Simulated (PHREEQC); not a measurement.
Consider water at 25 °C with 0.08 mol/kgw MnCl2, 0.0038 mol/kgw LiCl and 0.002 mol/kgw Sr(OH)2. It is in equilibrium with CO2 at log p = -2 (atm). Otherwise closed; pH follows from the charge balance.

The numbers come from PHREEQC with the ion-association model, phreeqc.dat.

No solid was allowed to form.

Q: Predict the pH.

A: pH 6.75.

Q: In which forms is C present?

A: MnHCO3+ 54 %, HCO3- 29 %, MnCO3 8.8 %, CO2 8.2 % of the C.

The solution is supersaturated, for example in Rhodochrosite, so a real one may precipitate; this is no full list. Complexes and solids missing from the database can't appear.
